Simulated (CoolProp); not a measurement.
Computed with CoolProp (reference Helmholtz-energy equation of state, Thol 2018).

For hydrogen chloride, give the phase and the density (kg/m³), cv (kJ/(kg K)), speed of sound (m/s), Joule-Thomson coefficient (K/MPa) at -47.35 °C and 41.6 MPa.


- -47.35 °C and 41.6 MPa: liquid; density 1150, cv 0.978, speed of sound 1110, Joule-Thomson coefficient -0.318
